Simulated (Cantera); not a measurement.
A Cantera script and what it prints.

```python
import numpy as np
import cantera as ct

gas_names = """
    H HO2 H2 H2O H2O2 O OH O2 O3 Si SiH SiH2 SiH3 SiH4 SiO SiO2 Si2 Si3
""".split()
cond_names = """
    H2O(s) H2O(L) Si(cr) Si(L) SiO2(Lqz) SiO2(hqz) SiO2(L)
""".split()


# ... load() reads the species with a 1 bar reference pressure and builds the phases ...
atoms = {
    'SiH4': {'Si': 1, 'H': 4},
    'O2': {'O': 2},
    'H2': {'H': 2},
}
top_T = {}  # K; cautious upper limits of use, not melting points


# ... equilibrate(T, P, feed) seeds the gas with the atoms and calls Mixture.equilibrate('TP', solver="vcs", rtol=1e-11, max_steps=5000) ...
results = []
feed = {'SiH4': 1, 'O2': 0.074, 'H2': 0.11}  # mol
P = 4100  # Pa
for T in [1223, 1273, 1323, 1373, 1423, 1473, 1523, 1573, 1623, 1673, 1723, 1773, 1823, 1873]:
    mix = equilibrate(T, P, feed)
    results.append((T, P, feed, dict(zip(mix.species_names, mix.species_moles))))

top = {s: max(r[3][s] / sum(r[3][g] for g in gas_names) for r in results) for s in gas_names}
cols = sorted((s for s in top if top[s] > 1e-06), key=lambda s: -top[s])[:6]
seen = [c for c in cond_names if any(r[3].get(c, 0) > 1e-12 for r in results)]
print("log10 of partial pressures in bar; condensed amounts in mol")
print(f"{'T/K':>10s}" + "".join(f"{s[:9]:>10s}" for s in cols + seen))
for T, P, feed, n in results:
    ng = sum(n[g] for g in gas_names)
    print(f"{T:10.4g}" + "".join(f"{np.log10(max(n[s] / ng * P / 1e5, 1e-99)):10.3f}" for s in cols)
          + "".join(f"{n.get(c, 0):10.4g}" for c in seen))
```

It prints:

```
log10 of partial pressures in bar; condensed amounts in mol
       T/K        H2       SiO         H        Si      SiH2       SiH    Si(cr)     Si(L) SiO2(hqz)
      1223    -1.387    -5.988    -7.216   -11.492    -9.114   -11.073     0.926         0   0.07397
      1273    -1.387    -5.411    -6.840   -10.744    -8.709   -10.453    0.9259         0    0.0739
      1323    -1.387    -4.879    -6.493   -10.052    -8.335    -9.880    0.9257         0   0.07366
      1373    -1.388    -4.386    -6.171    -9.411    -7.989    -9.350    0.9249         0   0.07294
      1423    -1.388    -3.928    -5.872    -8.816    -7.667    -8.859     0.923         0   0.07096
      1473    -1.391    -3.503    -5.593    -8.262    -7.369    -8.401    0.9179         0   0.06586
      1523    -1.396    -3.107    -5.334    -7.744    -7.093    -7.976    0.9055         0   0.05347
      1573    -1.407    -2.736    -5.094    -7.260    -6.843    -7.582    0.8765         0   0.02451
      1623    -1.417    -2.571    -4.869    -6.806    -6.606    -7.212     0.852         0         0
      1673    -1.417    -2.571    -4.652    -6.379    -6.375    -6.860     0.852         0         0
      1723    -1.417    -2.571    -4.448    -6.007    -6.187    -6.558         0    0.8519         0
      1773    -1.417    -2.571    -4.255    -5.672    -6.025    -6.289         0    0.8518         0
      1823    -1.418    -2.571    -4.072    -5.355    -5.872    -6.035         0    0.8516         0
      1873    -1.418    -2.571    -3.899    -5.055    -5.728    -5.794         0    0.8513         0
```

Method: chemical equilibrium by Gibbs-energy minimisation in Cantera with the NASA 1993 tables (ideal gas, pure condensed phases). Mutual solubility and eutectic melting of coexisting phases are not modelled. The tables hold silica as quartz up to 1696 K and as liquid above; real silica turns to tridymite and cristobalite and melts near 1996 K. Gases not in the tables: Si2H6 and higher silanes.
